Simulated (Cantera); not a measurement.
An isothermal, constant-pressure homogeneous reactor starts with 62.2 % NH3, 37.3 % N2, 0.448 % H2, at 1925 K and 90.0 Torr.

Model: the gas-phase N/H chemistry of the illustrative SiF4/NH3 mechanism in the Surface Chemkin manual (1991), integrated in Cantera. Walls and surfaces, which speed up NH3 decomposition in real reactors, are not modelled.

x: mole fraction; the columns are a selection and need not sum to one.

```tsv
t (s)	x NH3	x NH2	x H	x H2	x N2H4
0.000300	0.622	?	7.68e-7	0.00458	4.14e-9
0.000668	0.622	?	1.48e-6	0.00476	1.86e-8
0.00149	0.621	?	2.80e-6	0.00544	5.44e-8
0.00331	0.618	0.000824	4.31e-6	0.00770	7.10e-8
0.00737	0.612	0.000809	6.75e-6	0.0130	6.85e-8
0.0164	0.600	0.000776	1.19e-5	0.0246	6.31e-8
0.0366	0.573	0.000725	2.27e-5	0.0493	5.50e-8
0.0814	0.519	?	4.46e-5	0.0991	4.45e-8
0.181	0.421	?	8.81e-5	0.189	3.17e-8
0.403	0.277	?	0.000169	0.322	1.76e-8
0.898	0.126	?	0.000310	0.462	5.98e-9
2.00	0.0295	?	0.000588	0.550	8.28e-10
```

Q: What belongs in the gaps?

A: 
- 0.000300, x NH2: 0.000200
- 0.000668, x NH2: 0.000422
- 0.00149, x NH2: 0.000721
- 0.0814, x NH2: 0.000652
- 0.181, x NH2: 0.000551
- 0.403, x NH2: 0.000410
- 0.898, x NH2: 0.000239
- 2.00, x NH2: 8.90e-5
